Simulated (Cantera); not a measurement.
Input: 1 mol toluene, 3.3 mol H2, equilibrated at 2302 °C.

Cantera equilibrium calculation (NASA polynomials, part measured and part estimated; ideal gas, pure solids and liquids). Candidate condensed phases: C, C6H6, C7H8, C8H18; 76 gas species. The ideal-gas law is rough above about 30 bar. Rates play no part.

log p: log10 of the partial pressure in bar; n: condensed amount in mol.

```
P (Pa)    log p H2  log p H  log p C3  log p C2H2 (acetylene)  log p CH4  n C(graphite)
--------  --------  -------  --------  ----------------------  ---------  -------------
10           -5.16    -4.04     -5.81                   -7.00     -14.20           6.19
56           -3.85    -3.38     -5.81                   -5.68     -11.57           6.78
320          -2.76    -2.84     -5.81                   -4.59      -9.40           6.82
1800           [?]      [?]     -5.81                     [?]        [?]           6.81
10000        -1.05    -1.99     -5.81                   -2.89      -5.98           6.79
56000        -0.28    -1.60     -5.81                   -2.11      -4.43           6.79
320000        0.49    -1.22     -5.81                   -1.34      -2.89           6.78
1800000        [?]      [?]     -5.81                     [?]        [?]           6.77
10000000      1.99    -0.47     -5.81                    0.15       0.10           6.68
```

Task: Complete the blanks.

Result: 
- 1800000, log p H2: 1.24
- 1800000, log p H: -0.84
- 1800000, log p C2H2 (acetylene): -0.59
- 1800000, log p CH4: -1.39
- 1800, log p H2: -1.86
- 1800, log p H: -2.39
- 1800, log p C2H2 (acetylene): -3.69
- 1800, log p CH4: -7.60
